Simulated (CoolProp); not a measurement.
R11 at several states: fugacity coefficient from the reference equation and from simpler models built on Tc = 471.1 K, pc = 4.408 MPa, ω = 0.189; each cubic takes its own stable root.

Computed with CoolProp (reference Helmholtz-energy equation of state, Jacobsen 1992).

| T (K) | p (MPa) | phase | reference |
|---|---|---|---|
| 314.2 | 0.0838 | gas | 0.9767 |
| 303.9 | 0.162 | liquid | 0.7660 |
| 260.6 | 0.195 | liquid | 0.1160 |

Problem. How far does each simpler model (Redlich-Kwong, Peng-Robinson) lie from the reference over these 3 states: mean and median of the absolute difference, and the worst?

Solution. 
- Redlich-Kwong: mean 28.4 %, median 25.1 %, worst +59.8 % at 260.6 K and 0.195 MPa
- Peng-Robinson: mean 1.2 %, median 0.5 %, worst +2.9 % at 260.6 K and 0.195 MPa

At some of these states Redlich-Kwong gives the other phase, because its saturation line lies elsewhere.
